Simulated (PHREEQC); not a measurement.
**Copper plating or etch bath**

Make-up at 61 °C: 0.052 mol/kgw CuCl2 and 6.4e-05 mol/kgw HCl. Closed to the air; pH follows from the charge balance.

All values are PHREEQC results (ion-association model, wateq4f.dat), not measurements.

This is a speciation only: nothing precipitates in the calculation.

Q: What pH, ionic strength does the model give?

A: pH 3.93; ionic strength 0.125 mol/kgw.

Q: In which forms is Cu present?

A: Cu+2 71 %, CuCl+ 28 %, CuCl2 1.0 % of the Cu.

Examples of supersaturated solids here: Atacamite. Others may be too. Constants without temperature data keep their 25 °C values here.
